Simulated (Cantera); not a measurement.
What does this Cantera script print?

```python
import numpy as np
import cantera as ct

gas = ct.Solution("gri30.yaml")
gas.TPX = 1473, 390, {'H2': 0.0073, 'O2': 1, 'N2': 0.0089}
reactor = ct.IdealGasConstPressureReactor(gas, energy="off", clone=False)
net = ct.ReactorNet([reactor])
net.rtol, net.atol = 1e-08, 1e-18
show = ['H2', 'O2', 'H2O', 'H', 'OH', 'O']
times = np.geomspace(1e-05, 200, 12)

steps = ct.SolutionArray(gas, extra=["t"])
rows = []
print(f"{'t/s':>10s}{'T/K':>9s}{'P/Pa':>11s}" + "".join(f"{s:>11s}" for s in show))
for t in times:
    while net.time < t:
        t_next = net.step()
        steps.append(gas.state, t=t_next)
    rows.append([np.interp(t, steps.t, y) for y in (steps.T, steps.P, *steps(*show).X.T)])
    print(f"{t:10.3e}{rows[-1][0]:9.1f}{rows[-1][1]:11.4g}" + "".join(f"{x:11.3e}" for x in rows[-1][2:]))
rate = np.gradient(steps.T, steps.t)
print("integrator steps:", len(steps.t))
if steps.T.max() > steps.T[0] + 200:
    print(f"time of steepest temperature rise: {steps.t[rate.argmax()]:.4e} s")
gas.TPX = 1473, 390, {'H2': 0.0073, 'O2': 1, 'N2': 0.0089}
gas.equilibrate("TP")
print(f"equilibrium (TP): T = {gas.T:.1f} K  " + "  ".join(f"{s} {gas[s].X[0]:.3e}" for s in show))
```

Output:

```
       t/s      T/K       P/Pa         H2         O2        H2O          H         OH          O
 1.000e-05   1473.0        390  7.184e-03  9.841e-01  3.461e-13  1.153e-09  1.096e-10  1.096e-10
 4.610e-05   1473.0        390  7.184e-03  9.841e-01  2.889e-11  3.954e-09  1.892e-09  1.897e-09
 2.125e-04   1473.0        390  7.184e-03  9.841e-01  1.649e-09  7.714e-09  2.048e-08  2.079e-08
 9.799e-04   1473.0        390  7.183e-03  9.841e-01  6.062e-08  1.734e-08  1.577e-07  1.674e-07
 4.518e-03   1473.0        390  7.176e-03  9.841e-01  4.900e-06  3.296e-07  4.607e-06  5.145e-06
 2.083e-02   1473.0        390  1.274e-04  9.772e-01  6.277e-03  1.608e-04  1.397e-03  6.107e-03
 9.602e-02   1473.0        390  1.998e-05  9.771e-01  6.544e-03  1.301e-04  1.110e-03  6.349e-03
 4.427e-01   1473.0        390  1.930e-05  9.773e-01  6.558e-03  1.233e-04  1.091e-03  6.124e-03
 2.041e+00   1473.0        390  1.660e-05  9.783e-01  6.617e-03  9.751e-05  1.012e-03  5.223e-03
 9.410e+00   1473.0        390  9.257e-06  9.808e-01  6.790e-03  3.963e-05  7.568e-04  2.846e-03
 4.338e+01   1473.0        390  1.991e-06  9.832e-01  7.027e-03  3.825e-06  3.514e-04  5.930e-04
 2.000e+02   1473.0        390  2.423e-07  9.839e-01  7.147e-03  1.598e-07  1.227e-04  7.102e-05
integrator steps: 1070
equilibrium (TP): T = 1473.0 K  H2 1.524e-07  O2 9.838e-01  H2O 7.160e-03  H 7.963e-08  OH 9.731e-05  O 4.461e-05
```

Model: GRI-Mech 3.0 (53 species, 325 reactions), integrated in Cantera. Radical loss at walls, strong at low pressure, is not modelled.
